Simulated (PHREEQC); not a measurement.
A solution holds 0.025 mol MgSO4, 0.055 mol CaCl2 and 0.44 mol MgCl2 per kg of water, at 20 °C. Closed to the air; pH follows from the charge balance.

Equilibrium calculation in PHREEQC: Pitzer model, pitzer.dat.

**Question.** The ionic strength comes out as 1.58 mol/kgw. What activity coefficients do Cl-, SO4-2, Ca+2, Mg+2 get?

**Answer.** Cl- 0.58, SO4-2 0.033, Ca+2 0.28, Mg+2 0.32. Single-ion values are on the MacInnes scale.

Precipitation was switched off in this run.
